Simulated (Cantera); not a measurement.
A closed system holds: 1 mol B2H6, 0.053 mol O2, 0.44 mol N2, equilibrated at 10.0 mbar.

Method: chemical equilibrium by Gibbs-energy minimisation in Cantera with the NASA 1993 tables (ideal gas, pure condensed phases). Candidate condensed phases: B, BN, B2O3, B3O3H3, H2O; 39 gas species. The feed counts by its element totals alone. Mutual solubility and eutectic melting of coexisting phases are not modelled. The tables' values for BH2 are old estimates; treat these amounts as uncertain. Equilibrium is a limit: real reactors are often held back by kinetics, nucleation or transport.

### Question
At 2023 K, list the 5 most abundant gas species with their mole fractions, and the condensed phases.

### Answer
H2 0.933, HBO 0.0237, H 0.0183, N2 0.0165, BO 0.00663. Condensed: B(s) + BN(s).
